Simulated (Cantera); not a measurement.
# Premixed flame

A freely propagating, adiabatic, planar premixed flame of H₂ : O₂ : N₂ = 1 : 0.667 : 2.51 (molar parts), unburnt at 375 K and 5.00 bar; mixture-averaged transport, grid criteria slope 0.08 and curve 0.16, no radiation.

Detailed kinetics in Cantera: the H2/O2 subset of GRI-Mech 3.0, which has no nitrogen chemistry. The hydrogen kinetics of GRI-Mech 3.0 are dated; newer H2 mechanisms differ, most at raised pressure. Burning velocities carry a grid error of a few per cent, more on coarse grids.

```
z (mm)   T (K)  u (m/s)      x H₂    x O₂    x H₂O₂       x H      x OH     x HO₂
-------  -----  -------  --------  ------  --------  --------  --------  --------
-0.178     375     1.34     0.239   0.160     <1e-8     <1e-8     <1e-8   1.58e-8
-0.119     376     1.34     0.235   0.161   1.54e-7     <1e-8     <1e-8   3.43e-7
-0.0892    378     1.34     0.230   0.162   6.50e-7     <1e-8     <1e-8   1.45e-6
-0.0595    393     1.36     0.214   0.165   5.96e-6     <1e-8     <1e-8   1.38e-5
-0.0297    579     1.91     0.159   0.166  0.000119   7.73e-6   2.36e-5  0.000524
-0.0149    942     3.02     0.111   0.148  0.000161  0.000747  0.000596  0.000815
0         1345     4.27    0.0641   0.113   3.79e-5   0.00409   0.00229  0.000414
0.0149    1617     5.12    0.0318  0.0816   5.84e-6   0.00659   0.00555  0.000216
0.0297    1772     5.61    0.0171  0.0651   3.49e-6   0.00614   0.00823  0.000128
0.0595    1923     6.07   0.00833  0.0553   2.06e-6   0.00342   0.00948   6.28e-5
0.119     2029     6.38   0.00402  0.0522   1.20e-6   0.00112   0.00773   2.68e-5
0.238     2082     6.53   0.00156  0.0515   6.80e-7  0.000259   0.00513   1.04e-5
0.476     2103     6.59  0.000578  0.0515   4.22e-7   6.02e-5   0.00331   4.87e-6
```
x: mole fraction of selected species; z is measured from the peak of heat release.

* **laminar burning velocity**: 134 cm/s
* **thermal thickness**: 0.0595 mm
* **peak x(H₂O₂)**: 0.000171
* **peak x(H)**: 0.00671
* **peak x(OH)**: 0.00951
* **peak x(HO₂)**: 0.000906
